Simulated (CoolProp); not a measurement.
Aqueous methanol as a coolant, 26 % by mass, freezing at -21.2 °C, 1 atm.

The numbers come from the Melinder's fits for secondary coolants in CoolProp.

| T (°C) | conductivity (W/(m K)) | Prandtl number | density (kg/m³) | cp (kJ/(kg K)) |
|---|---|---|---|---|
| -13.9 | 0.423 | 60.4 | 969.3 | 3.850 |
| -5 | 0.430 | 39.6 | 966.9 | 3.916 |
| 3.9 | [?] | 27.3 | 964.0 | 3.972 |
| 12.8 | 0.446 | 19.6 | 960.7 | [?] |
| 21.7 | 0.454 | 14.6 | 957.0 | 4.044 |
| 30.7 | 0.461 | [?] | 952.8 | [?] |

Question: Some entries are withheld; supply them.

Answer: 
- 3.9, conductivity (W/(m K)): 0.438
- 12.8, cp (kJ/(kg K)): 4.015
- 30.7, Prandtl number: 11.2
- 30.7, cp (kJ/(kg K)): 4.057
